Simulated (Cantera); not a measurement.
## Catalytic combustion on Pt

An isothermal plug-flow reactor at 1248 K and 750 Torr (inlet), inlet velocity 0.81 m/s, active area per volume 2000 1/m; feed CH₄ : O₂ : N₂ = 0.0069 : 0.14 : 1.9 (molar parts), equivalence ratio 0.099.

Model: Deutschmann's 1995 Pt surface mechanism with GRI-Mech 3.0 gas chemistry, integrated in Cantera. Catalytic surfaces can have several steady states; this one follows from the mechanism file's or the stated starting coverage. Mass transfer to the wall is taken as infinitely fast.

| z (m) | x CH₄ | x O₂ | x H₂O | x CO₂ | x CO | θ free Pt | θ O* |
|---|---|---|---|---|---|---|---|
| 0.00037 | 0.00183 | 0.0653 | 0.00306 | 0.00152 | 3.24e-6 | 0.503 | 0.496 |
| 0.00066 | 0.00113 | 0.0640 | 0.00445 | 0.00222 | 2.01e-6 | 0.504 | 0.495 |
| 0.0012 | 0.000453 | 0.0626 | 0.00578 | 0.00288 | 8.27e-7 | 0.505 | 0.494 |
| 0.0021 | 9.88e-5 | 0.0619 | 0.00649 | 0.00323 | 1.98e-7 | 0.506 | 0.493 |
| 0.0037 | 6.57e-6 | 0.0617 | 0.00669 | 0.00333 | 2.83e-8 | 0.506 | 0.493 |
| 0.0066 | 4.99e-8 | 0.0617 | 0.00671 | 0.00334 | 8.26e-9 | 0.506 | 0.493 |
| 0.012 | 8.86e-10 | 0.0617 | 0.00672 | 0.00335 | 3.31e-9 | 0.506 | 0.493 |
| 0.021 | 2.59e-10 | 0.0617 | 0.00672 | 0.00335 | 1.99e-9 | 0.506 | 0.493 |
| 0.037 | 2.76e-11 | 0.0617 | 0.00673 | 0.00336 | 1.22e-9 | 0.506 | 0.493 |
x: gas mole fraction; θ: surface coverage.
